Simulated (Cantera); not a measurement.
A Cantera script and what it prints.

```python
import numpy as np
import cantera as ct

gas_names = """
    C CN CO CO2 C2 CCN CNC C2N2 C2O C3 C3O2 C4 C4N2 C5 N NCO NO NO2 NO3 N2 N2O O O2 O3
""".split()
cond_names = """
    C(gr)
""".split()


def load(file, names, dense=False):
    # The tables refer to 1 bar. Condensed volumes are neglected.
    table = {s.name: s for s in ct.Species.list_from_file(file)}
    out = []
    for n in names:
        d = dict(table[n].input_data)
        d["thermo"] = dict(d["thermo"], **{"reference-pressure": 1e5})
        if dense:
            d["equation-of-state"] = {"model": "constant-volume", "density": "1e6 g/cm^3"}
        out.append(ct.Species.from_dict(d))
    return out


gas = ct.Solution(thermo="ideal-gas", species=load("nasa_gas.yaml", gas_names))
cond = {s.name: ct.Solution(thermo="fixed-stoichiometry", species=[s], name=s.name)
        for s in load("nasa_condensed.yaml", cond_names, dense=True)}
atoms = {
    'CO': {'C': 1, 'O': 1},
    'O2': {'O': 2},
    'N2': {'N': 2},
}
top_T = {'C(gr)': 4500}  # K; cautious upper limits of use, not melting points


def equilibrate(T, P, feed):
    n = {}
    for name, mol in feed.items():
        for a, k in atoms[name].items():
            n[a] = n.get(a, 0.0) + k * mol
    gas.TPX = T, P, n
    mass = sum(n.values()) * gas.mean_molecular_weight
    gas.equilibrate("TP")
    valid = [c for c in cond.values() if c.min_temp <= T <= top_T.get(c.name, c.max_temp)]
    mix = ct.Mixture([(gas, mass / gas.mean_molecular_weight)] + [(c, 0.0) for c in valid])
    mix.T, mix.P = T, P
    mix.equilibrate("TP", solver="vcs", rtol=1e-11, max_steps=5000)
    return mix


results = []
T = 3023.15  # K
P = 101325  # Pa
for m in [0.034, 0.047, 0.065, 0.091, 0.13, 0.17, 0.24, 0.34, 0.47, 0.65, 0.91, 1.3, 1.8]:
    feed = {'CO': 1, 'O2': m, 'N2': 9.4}  # mol
    mix = equilibrate(T, P, feed)
    results.append((T, P, feed, dict(zip(mix.species_names, mix.species_moles))))

top = {s: max(r[3][s] / sum(r[3][g] for g in gas_names) for r in results) for s in gas_names}
cols = sorted((s for s in top if top[s] > 0.001), key=lambda s: -top[s])[:6]
seen = [c for c in cond_names if any(r[3].get(c, 0) > 1e-12 for r in results)]
print("log10 of partial pressures in bar; condensed amounts in mol")
print(f"{'n(O2)':>10s}" + "".join(f"{s[:9]:>10s}" for s in cols + seen))
for T, P, feed, n in results:
    ng = sum(n[g] for g in gas_names)
    print(f"{feed['O2']:10.4g}" + "".join(f"{np.log10(max(n[s] / ng * P / 1e5, 1e-99)):10.3f}" for s in cols)
          + "".join(f"{n.get(c, 0):10.4g}" for c in seen))
```

Output:

```
log10 of partial pressures in bar; condensed amounts in mol
     n(O2)        N2        O2        CO       CO2         O        NO
     0.034    -0.040    -3.797    -1.027    -2.483    -2.810    -2.837
     0.047    -0.040    -3.526    -1.033    -2.354    -2.675    -2.702
     0.065    -0.041    -3.259    -1.041    -2.227    -2.541    -2.568
     0.091    -0.042    -2.986    -1.051    -2.102    -2.405    -2.432
      0.13    -0.044    -2.704    -1.066    -1.975    -2.264    -2.292
      0.17    -0.045    -2.498    -1.080    -1.887    -2.161    -2.190
      0.24    -0.049    -2.243    -1.102    -1.781    -2.033    -2.064
      0.34    -0.053    -1.997    -1.130    -1.686    -1.910    -1.944
      0.47    -0.059    -1.781    -1.161    -1.609    -1.802    -1.838
      0.65    -0.067    -1.577    -1.197    -1.543    -1.700    -1.741
      0.91    -0.079    -1.379    -1.241    -1.488    -1.601    -1.647
       1.3    -0.096    -1.185    -1.294    -1.444    -1.504    -1.559
       1.8    -0.117    -1.021    -1.349    -1.417    -1.423    -1.487
```

Equilibrium computed with Cantera from the NASA thermochemical tables; the gas is ideal and each condensed phase is pure.
